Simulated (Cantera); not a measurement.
Gas-phase reforming

An isothermal, constant-pressure homogeneous reactor starts with CH4 : CO2 = 1 : 0.67 (molar parts), at 1948 K and 1.00 atm.

Computed with Cantera and GRI-Mech 3.0 (53 species, 325 reactions).

```csv
t (s),x CH4,x CO2,x CH3,x CH2CO,x H2,x CO,x C2H2
6.00e-5,0.466,0.374,0.0124,1.09e-6,0.0973,0.00462,0.0109
0.000139,0.315,0.323,0.00841,1.33e-5,0.234,0.0176,0.0606
0.000324,0.189,0.258,0.00506,4.37e-5,0.338,0.0475,0.115
0.000752,0.0974,0.175,0.00285,8.65e-5,0.376,0.107,0.148
0.00175,0.0416,0.0832,0.00144,0.000138,0.362,0.191,0.161
0.00406,0.0203,0.0331,0.000793,0.000142,0.364,0.252,0.153
0.00943,0.0156,0.0229,0.000579,9.07e-5,0.404,0.289,0.129
0.0219,0.0121,0.0150,0.000417,4.48e-5,0.453,0.329,0.101
0.0509,0.00826,0.00775,0.000267,1.74e-5,0.497,0.365,0.0746
0.118,0.00488,0.00273,0.000151,5.22e-6,0.529,0.389,0.0572
0.275,0.00260,0.000432,7.92e-5,1.13e-6,0.544,0.400,0.0496
0.638,0.00191,9.47e-6,5.78e-5,4.29e-7,0.547,0.402,0.0483
1.48,0.00189,4.17e-7,5.72e-5,4.13e-7,0.547,0.402,0.0483
3.44,0.00189,4.16e-7,5.72e-5,4.13e-7,0.547,0.402,0.0483
8.00,0.00189,4.16e-7,5.72e-5,4.13e-7,0.547,0.402,0.0483
```
x: mole fraction; the columns are a selection and need not sum to one.

Equilibrium at this temperature and pressure: CH4 0.00189, CO2 4.18e-7, CH3 5.72e-5, CH2CO 4.13e-7, H2 0.547, CO 0.402, C2H2 0.0483 (gas phase only).
